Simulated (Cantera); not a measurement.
An isothermal plug-flow reactor at 875 K and 1730 Torr (inlet), inlet velocity 0.48 m/s, active area per volume 1000 1/m; feed 2.02 % CO, 4.16 % O₂, 93.8 % N₂.

Computed with Cantera and Deutschmann's 1995 Pt surface mechanism with GRI-Mech 3.0 gas chemistry. Catalytic surfaces can have several steady states; this one follows from the mechanism file's or the stated starting coverage. Mass transfer to the wall is taken as infinitely fast.

One state of this run: x CO = 0.000949; x O₂ = 0.0323; x H₂O = <1e-12; x CO₂ = 0.0194; θ free Pt = 0.118; θ O* = 0.881; θ CO* = 0.00106. x: gas mole fraction; θ: surface coverage.

**Question.** Which value of z (m) does it belong to?
(A) 0.00025
(B) 0.00053
(C) 0.0025
(D) 0.0011

**Answer.** A, 0.00025
